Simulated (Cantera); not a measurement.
A Cantera script and what it prints.

```python
import numpy as np
import cantera as ct

gas_names = """
    F FO FO2 F2 F2O H HF HOF HO2 H2 H2F2 H2O H2O2 H3F3 H4F4 H5F5 H6F6 H7F7 O OH O2 O3 Si SiF SiF2 SiF3
    SiF4 SiH SiHF3 SiH2 SiH2F2 SiH3 SiH3F SiH4 SiO SiO2 Si2 Si3
""".split()
cond_names = """
    H2O(s) H2O(L) Si(cr) Si(L) SiO2(Lqz) SiO2(hqz) SiO2(L)
""".split()


# ... load() reads the species with a 1 bar reference pressure and builds the phases ...
atoms = {
    'SiF4': {'Si': 1, 'F': 4},
    'O2': {'O': 2},
    'H2': {'H': 2},
}
top_T = {}  # K; cautious upper limits of use, not melting points


# ... equilibrate(T, P, feed) seeds the gas with the atoms and calls Mixture.equilibrate('TP', solver="vcs", rtol=1e-11, max_steps=5000) ...
results = []
T = 1400  # K
P = 11000  # Pa
for m in [0.054, 0.067, 0.085, 0.11, 0.13, 0.17, 0.21, 0.27, 0.34]:
    feed = {'SiF4': 1, 'O2': m, 'H2': 0.17}  # mol
    mix = equilibrate(T, P, feed)
    results.append((T, P, feed, dict(zip(mix.species_names, mix.species_moles))))

top = {s: max(r[3][s] / sum(r[3][g] for g in gas_names) for r in results) for s in gas_names}
cols = sorted((s for s in top if top[s] > 1e-06), key=lambda s: -top[s])[:8]
seen = [c for c in cond_names if any(r[3].get(c, 0) > 1e-12 for r in results)]
print("log10 of partial pressures in bar; condensed amounts in mol")
print(f"{'n(O2)':>10s}" + "".join(f"{s[:9]:>10s}" for s in cols + seen))
for T, P, feed, n in results:
    ng = sum(n[g] for g in gas_names)
    print(f"{feed['O2']:10.4g}" + "".join(f"{np.log10(max(n[s] / ng * P / 1e5, 1e-99)):10.3f}" for s in cols)
          + "".join(f"{n.get(c, 0):10.4g}" for c in seen))
```

Result:

```
log10 of partial pressures in bar; condensed amounts in mol
     n(O2)      SiF4        HF        O2        H2       H2O      SiF3     SiHF3        OH SiO2(hqz)
     0.054    -1.069    -1.728   -14.988    -2.255    -3.404    -4.580    -5.239    -9.291   0.05181
     0.067    -1.079    -1.643   -14.158    -2.495    -3.229    -4.794    -5.574    -8.996   0.06369
     0.085    -1.092    -1.551    -6.440    -6.163    -3.038    -6.734    -9.347    -6.971   0.07979
      0.11    -1.100    -1.560    -2.666    -8.063    -3.051    -7.684   -11.247    -6.034   0.07984
      0.13    -1.107    -1.566    -2.418    -8.197    -3.061    -7.751   -11.381    -5.977   0.07988
      0.17    -1.120    -1.579    -2.155    -8.347    -3.080    -7.826   -11.532    -5.921   0.07995
      0.21    -1.133    -1.592    -2.000    -8.443    -3.098    -7.875   -11.628    -5.891   0.08001
      0.27    -1.152    -1.610    -1.848    -8.546    -3.125    -7.927   -11.732    -5.867    0.0801
      0.34    -1.173    -1.630    -1.730    -8.635    -3.155    -7.972   -11.821    -5.852   0.08021
```

Equilibrium computed with Cantera from the NASA thermochemical tables; the gas is ideal and each condensed phase is pure. The tables' values for SiF3 are old estimates; treat these amounts as uncertain. The tables hold silica as quartz up to 1696 K and as liquid above; real silica turns to tridymite and cristobalite and melts near 1996 K.
